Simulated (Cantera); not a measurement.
A perfectly stirred reactor is fed with 6.87 % CH4, 19.6 % O2, 73.5 % N2, equivalence ratio 0.70, at 760 Torr; it is adiabatic with a 823 K inlet, and is followed from long to short residence time, starting on the burning branch (τ in s: 0.24, 0.078, 0.026, 0.0084, 0.0028, 0.0009, 0.0003, 9.8e-05, 3.2e-05, 1.1e-05).

Computed with Cantera and GRI-Mech 3.0 (53 species, 325 reactions).

x: mole fraction; the columns are a selection and need not sum to one.

```json
[
 {"τ (s)": "0.24", "T (K)": "2216", "x CH4": "8.75e-7", "x O2": "0.0571", "x N2O": "3.63e-7", "x NO": "0.00344", "x CH2CO": "2.37e-11", "x C2H4": "6.21e-12", "x HCO": "6.55e-9"},
 {"τ (s)": "0.078", "T (K)": "2216", "x CH4": "2.52e-6", "x O2": "0.0579", "x N2O": "3.66e-7", "x NO": "0.00182", "x CH2CO": "8.61e-11", "x C2H4": "4.92e-11", "x HCO": "2.01e-8"},
 {"τ (s)": "0.026", "T (K)": "2210", "x CH4": "6.67e-6", "x O2": "0.0585", "x N2O": "3.77e-7", "x NO": "0.000841", "x CH2CO": "3.45e-10", "x C2H4": "3.08e-10", "x HCO": "6.08e-8"},
 {"τ (s)": "0.0084", "T (K)": "2190", "x CH4": "1.63e-5", "x O2": "0.0592", "x N2O": "3.93e-7", "x NO": "0.000390", "x CH2CO": "1.45e-9", "x C2H4": "?", "x HCO": "1.91e-7"},
 {"τ (s)": "0.0028", "T (K)": "2150", "x CH4": "3.57e-5", "x O2": "0.0602", "x N2O": "3.74e-7", "x NO": "0.000189", "x CH2CO": "5.09e-9", "x C2H4": "?", "x HCO": "5.78e-7"},
 {"τ (s)": "0.00090", "T (K)": "2083", "x CH4": "8.13e-5", "x O2": "0.0619", "x N2O": "3.17e-7", "x NO": "8.67e-5", "x CH2CO": "1.70e-8", "x C2H4": "?", "x HCO": "1.78e-6"},
 {"τ (s)": "0.00030", "T (K)": "1997", "x CH4": "0.000199", "x O2": "0.0646", "x N2O": "2.59e-7", "x NO": "4.18e-5", "x CH2CO": "5.94e-8", "x C2H4": "?", "x HCO": "5.14e-6"},
 {"τ (s)": "9.8e-5", "T (K)": "1891", "x CH4": "0.000600", "x O2": "0.0701", "x N2O": "2.08e-7", "x NO": "1.95e-5", "x CH2CO": "3.13e-7", "x C2H4": "?", "x HCO": "1.52e-5"},
 {"τ (s)": "3.2e-5", "T (K)": "823", "x CH4": "0.0687", "x O2": "0.196", "x N2O": "<1e-12", "x NO": "<1e-12", "x CH2CO": "<1e-12", "x C2H4": "<1e-12", "x HCO": "<1e-12"},
 {"τ (s)": "1.1e-5", "T (K)": "823", "x CH4": "0.0687", "x O2": "0.196", "x N2O": "<1e-12", "x NO": "<1e-12", "x CH2CO": "<1e-12", "x C2H4": "<1e-12", "x HCO": "<1e-12"}
]
```

Task: Fill in the missing entries.

Result: 
- 0.0084, x C2H4: 1.42e-9
- 0.0028, x C2H4: 4.50e-9
- 0.00090, x C2H4: 1.39e-8
- 0.00030, x C2H4: 5.17e-8
- 9.8e-5, x C2H4: 3.27e-7
